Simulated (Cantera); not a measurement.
An isothermal, constant-pressure homogeneous reactor starts with 21.7 % C2H6, 78.3 % N2, at 1550 K and 0.00158 atm.

Model: GRI-Mech 3.0 (53 species, 325 reactions), integrated in Cantera. GRI-Mech 3.0 stops at C3 and has no aromatics, soot or wall deposition, so with more carbon than oxygen in the feed, carbon stays in small species such as C2H2 where larger ones or solid carbon would form. Radical loss at walls, strong at low pressure, is not modelled.

**Question.** Predict: x(C2H6) at 200 s; x(C2H2) at 200 s; x(H) at 200 s; x(CH2) at 200 s; x(H2) at 200 s; x(HCN) at 200 s; x(C2H4) at 200 s.

**Answer.** 
```
Property                                              Value
----------------  -----------------------------------------
x(C2H6) at 200 s   6.60e-9 (gas-phase equilibrium 2.33e-11)
x(C2H2) at 200 s       0.151 (gas-phase equilibrium 0.0956)
x(H) at 200 s     0.000422 (gas-phase equilibrium 0.000436)
x(CH2) at 200 s     3.35e-8 (gas-phase equilibrium 1.54e-9)
x(H2) at 200 s          0.302 (gas-phase equilibrium 0.303)
x(HCN) at 200 s       3.42e-6 (gas-phase equilibrium 0.112)
x(C2H4) at 200 s    1.31e-5 (gas-phase equilibrium 8.05e-6)
```
